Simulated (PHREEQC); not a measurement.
**Alkaline etch or developer: speciation**

Consider water at 20 °C with 4 mmol/kgw NH3, 0.67 mmol/kgw Na2SiO3 and 140 mmol/kgw (CH3)4NCl. Closed to the air; pH follows from the charge balance.

Computed with PHREEQC (ion-association model, wateq4f.dat).

| Quantity | Value |
|---|---|
| pH | 10.96 |
| ionic strength | 0.141 mol/kgw |
| total alkalinity | 5.34 meq/kg |

```tsv
species	molality	activity	log γ
Cl-	0.140	0.104	-0.131
(CH3)4N+	0.140	0.104	-0.127
NH3	0.00386	0.00386	0.000
Na+	0.00134	0.00102	-0.117
OH-	0.000842	0.000620	-0.133
H3SiO4-	0.000624	0.000465	-0.127
NH4+	0.000138	0.000106	-0.117
H4SiO4	3.98e-5	4.12e-5	0.014
```

This is a speciation only: nothing precipitates in the calculation. Species that the database lacks are ignored. (CH3)4N+ isn't in the database: it is added as a free cation with an ion size of 4 Å.
